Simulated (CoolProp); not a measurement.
Vapour pressure (kPa) of sulfur hexafluoride: the reference equation beside estimates from Tc = 318.7 K, pc = 3755 kPa, ω = 0.210. Clausius-Clapeyron is anchored at 251.4 K with a constant enthalpy of vaporisation of 14.24 kJ/mol.

The numbers come from the reference Helmholtz-energy equation of state, Guder 2009 in CoolProp.

| T (K) | reference | Clausius-Clapeyron | van der Waals |
|---|---|---|---|
| 229.3 | 293.0 | 337.8 | 864.3 |
| 234.9 | 364.4 | 403.7 | 974.0 |
| 240.4 | 446.5 | 476.9 | 1090 |
| 245.9 | 541.7 | 559.3 | 1215 |
| 251.4 | 651.3 | 651.3 | 1348 |
| 257 | 779.0 | 755.5 | 1493 |
| 262.5 | 921.7 | 868.7 | 1644 |
| 268 | 1083 | 993.1 | 1805 |
| 273.5 | 1264 | 1129 | 1976 |
| 279.1 | 1470 | 1280 | 2159 |
| 284.6 | 1696 | 1441 | 2349 |
| 290.1 | 1947 | 1616 | 2549 |

Absolute difference from the reference over all 12 rows, mean and median: Clausius-Clapeyron 9.1 and 9.5 %, van der Waals 95.6 and 85.0 %.
